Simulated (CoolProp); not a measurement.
Vapour-liquid equilibrium of R125 (1) + R115 (2) at 22.55 °C; x and y are mole fractions of (1).

Computed with CoolProp (multi-fluid Helmholtz-energy mixture model, Lemmon 2005 and Lemmon 2016; pair parameters Bell 2016).

### Question
Give the bubble pressure and the first vapour's composition at x = 0.05, 0.25, 0.85. Is there an azeotrope?

### Answer
x = 0.05: 900.9 kPa, y = 0.093; x = 0.25: 1071 kPa, y = 0.355; x = 0.85: 1296 kPa, y = 0.855. y crosses x between x = 0.85 and 0.95: the model has an azeotrope there.

Pair parameters are fitted to limited data, so mixtures are less certain than the pure fluids.
